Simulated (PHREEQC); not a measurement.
Make-up at 20 °C: 0.5 mol KH2PO4 and 0.0038 mol Na2CO3 per kg of water. Closed to the air; pH follows from the charge balance.

Model: ion-association model, phreeqc.dat, run in PHREEQC.

Precipitation was switched off in this run.

Question: Predict the pH, specific conductance.

Answer: pH 4.85; specific conductance 33600 µS/cm.

Question: In which forms is P present?

Answer: H2PO4- 98 %, HPO4-2 1.3 % of the P.
